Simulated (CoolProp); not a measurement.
Vapour-liquid equilibrium of CHF3 (R23) (1) + propylene (2) at 190.1 K; x and y are mole fractions of (1).

Values from CoolProp's multi-fluid Helmholtz-energy mixture model, Penoncello 2003 and Lemmon 2013; pair parameters Bell 2016.

```
x      bubble pressure (kPa)  y at the bubble point  dew pressure at overall composition x (kPa)  liquid density (mol/L)
-----  ---------------------  ---------------------  -------------------------------------------  ----------------------
0.05                   32.29                  0.574                                        15.01                   15.67
0.125                  52.49                  0.752                                        16.26              (withheld)
0.2                    66.22                  0.813                                        17.74                   16.22
0.275                  75.20                  0.842                                   (withheld)                   16.51
0.35                   80.85                  0.859                                        21.67                   16.82
0.425                  84.30                  0.869                                   (withheld)                   17.15
0.5                    86.41                  0.875                                        27.82                   17.50
0.575                  87.84                  0.880                                        32.39              (withheld)
0.65              (withheld)                  0.885                                        38.72                   18.28
0.725                  90.31                  0.892                                        48.03                   18.72
0.8                    91.82             (withheld)                                        62.81                   19.19
0.875                  93.53                  0.923                                        86.38                   19.72
0.95                   95.04                  0.959                                        94.79                   20.29
```

Task: What belongs in the gaps?

Result: 
- 0.125, liquid density (mol/L): 15.94
- 0.275, dew pressure at overall composition x (kPa): 19.51
- 0.425, dew pressure at overall composition x (kPa): 24.37
- 0.575, liquid density (mol/L): 17.87
- 0.65, bubble pressure (kPa): 89.03
- 0.8, y at the bubble point: 0.903

No azeotrope shows between x = 0.05 and 0.95.

Pair parameters are fitted to limited data, so mixtures are less certain than the pure fluids. With so large a gap from Raoult's law the liquid may split in two, which this calculation doesn't test in full.
